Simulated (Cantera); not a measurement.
An isothermal, constant-pressure homogeneous reactor starts with H2 : O2 : N2 = 0.63 : 1 : 5 (molar parts), at 1100 K and 0.420 bar.

Model: GRI-Mech 3.0 (53 species, 325 reactions), integrated in Cantera. The temperature is held fixed by assumption; the heat of reaction is taken as removed at once.

x: mole fraction; the columns are a selection and need not sum to one.

| t (s) | x H2 | x O2 | x H | x H2O2 | x NO |
|---|---|---|---|---|---|
| 0.000200 | 0.0935 | 0.150 | 0.000702 | [?] | 1.13e-10 |
| 0.000649 | 0.00141 | 0.109 | 0.000236 | [?] | 1.56e-6 |
| 0.00211 | 0.000190 | 0.109 | 4.60e-6 | [?] | 1.53e-6 |
| 0.00684 | 2.45e-5 | 0.108 | 2.31e-7 | [?] | 1.49e-6 |
| 0.0222 | 1.82e-6 | 0.108 | 1.10e-8 | [?] | 1.50e-6 |
| 0.0721 | 9.80e-8 | 0.108 | 7.70e-10 | [?] | 1.53e-6 |
| 0.234 | 1.40e-8 | 0.108 | 9.45e-11 | [?] | 1.55e-6 |
| 0.759 | 3.66e-9 | 0.108 | 1.48e-11 | [?] | 1.56e-6 |
| 2.46 | 1.20e-9 | 0.108 | 2.91e-12 | 4.55e-10 | 1.56e-6 |
| 8.00 | 6.69e-10 | 0.108 | 1.15e-12 | 2.20e-10 | 1.55e-6 |

Question: Complete the blanks.

Answer: 
- 0.000200, x H2O2: 2.39e-7
- 0.000649, x H2O2: 3.48e-6
- 0.00211, x H2O2: 1.11e-6
- 0.00684, x H2O2: 2.88e-7
- 0.0222, x H2O2: 6.83e-8
- 0.0721, x H2O2: 1.65e-8
- 0.234, x H2O2: 4.53e-9
- 0.759, x H2O2: 1.37e-9
